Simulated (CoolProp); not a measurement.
Oxygen along the isotherm 147 K: fugacity coefficient from the reference equation and from simpler models built on Tc = 154.6 K, pc = 5.046 MPa, ω = 0.022; each cubic takes its own stable root.

Model: reference Helmholtz-energy equation of state, Schmidt 1985, in CoolProp.

```
p (MPa)  phase  reference  van der Waals  Redlich-Kwong  Peng-Robinson
-------  -----  ---------  -------------  -------------  -------------
0.315      gas     0.9760         0.9791         0.9755         0.9731
0.631      gas     0.9520         0.9582         0.9512         0.9464
0.946      gas        [?]         0.9374         0.9270         0.9201
1.26       gas     0.9046            [?]         0.9031            [?]
1.58       gas     0.8806         0.8956            [?]            [?]
1.89       gas        [?]         0.8751         0.8555         0.8429
2.21       gas     0.8333         0.8539         0.8313         0.8172
2.52       gas     0.8099         0.8332            [?]         0.7923
```

Question: What belongs in the gaps?

Answer: 
- 0.946, reference: 0.9282
- 1.26, van der Waals: 0.9167
- 1.26, Peng-Robinson: 0.8942
- 1.58, Redlich-Kwong: 0.8789
- 1.58, Peng-Robinson: 0.8680
- 1.89, reference: 0.8573
- 2.52, Redlich-Kwong: 0.8079
